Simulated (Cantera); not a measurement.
An isothermal, constant-pressure homogeneous reactor starts with CH4 : H2 = 1 : 100 (molar parts), at 1350 K and 43.5 Torr. Integrator tolerance rtol = 1e-08.

Computed with Cantera and GRI-Mech 3.0 (53 species, 325 reactions). GRI-Mech 3.0 stops at C3 and has no aromatics, soot or wall deposition, so with more carbon than oxygen in the feed, carbon stays in small species such as C2H2 where larger ones or solid carbon would form.

### Question
What does this change do: temperature 1350 to 1875 K?

### Answer
```tsv
quantity	before	after
x(CH4) at 100 s	0.00959 (gas-phase equilibrium 0.00819)	0.000135 (gas-phase equilibrium 0.000135)
x(H2) at 100 s	0.990 (gas-phase equilibrium 0.991)	0.992 (gas-phase equilibrium 0.992)
x(H) at 100 s	9.45e-6 (gas-phase equilibrium 9.92e-6)	0.00273 (gas-phase equilibrium 0.00273)
x(C2H6) at 100 s	7.01e-8 (gas-phase equilibrium 1.19e-7)	2.00e-10 (gas-phase equilibrium 2.00e-10)
x(C2H) at 100 s	<1e-12 (gas-phase equilibrium 5.23e-12)	1.57e-7 (gas-phase equilibrium 1.57e-7)
x(C2H2) at 100 s	0.000139 (gas-phase equilibrium 0.000781)	0.00482 (gas-phase equilibrium 0.00482)
x(CH3) at 100 s	1.81e-6 (gas-phase equilibrium 1.63e-6)	7.41e-6 (gas-phase equilibrium 7.41e-6)
```

### Question
What does this change do: temperature 1350 to 2000 K?

### Answer
```json
[
 {"quantity": "x(CH4) at 100 s", "before": "0.00959 (gas-phase equilibrium 0.00819)", "after": "6.04e-5 (gas-phase equilibrium 6.05e-5)"},
 {"quantity": "x(H2) at 100 s", "before": "0.990 (gas-phase equilibrium 0.991)", "after": "0.988 (gas-phase equilibrium 0.988)"},
 {"quantity": "x(H) at 100 s", "before": "9.45e-6 (gas-phase equilibrium 9.92e-6)", "after": "0.00676 (gas-phase equilibrium 0.00676)"},
 {"quantity": "x(C2H6) at 100 s", "before": "7.01e-8 (gas-phase equilibrium 1.19e-7)", "after": "5.39e-11 (gas-phase equilibrium 5.39e-11)"},
 {"quantity": "x(C2H) at 100 s", "before": "<1e-12 (gas-phase equilibrium 5.23e-12)", "after": "6.20e-7 (gas-phase equilibrium 6.20e-7)"},
 {"quantity": "x(C2H2) at 100 s", "before": "0.000139 (gas-phase equilibrium 0.000781)", "after": "0.00485 (gas-phase equilibrium 0.00485)"},
 {"quantity": "x(CH3) at 100 s", "before": "1.81e-6 (gas-phase equilibrium 1.63e-6)", "after": "8.14e-6 (gas-phase equilibrium 8.15e-6)"}
]
```
